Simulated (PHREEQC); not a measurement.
A solution holds 23 mmol/kgw NiCl2, at 65 °C. Closed to the air; pH follows from the charge balance.

The numbers come from PHREEQC with the ion-association model, wateq4f.dat.

No solid was allowed to form.

Problem. Predict the pH.

Solution. pH 5.41.

Problem. In which forms is Cl present?

Solution. Cl- 98 %, NiCl+ 2.1 % of the Cl.

Complexes and solids missing from the database can't appear. Away from 25 °C the constants follow the database's enthalpies or fits; those with neither stay at their 25 °C values.
